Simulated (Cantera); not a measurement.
Charge: 1 mol Si₂H₆, 0.093 mol Cl₂, 68 mol H₂, equilibrated at 3.20 mbar.

Cantera equilibrium calculation (NASA polynomials, part measured and part estimated; ideal gas, pure solids and liquids). Candidate condensed phases: Si; 19 gas species. The feed counts by its element totals alone. Rates play no part.

Problem. At 925 °C, list the 3 most abundant gas species with their mole fractions, and the condensed phases.

Solution. H₂ 0.997, HCl 0.00258, SiCl₂ 1.58e-5. Condensed: Si(s).
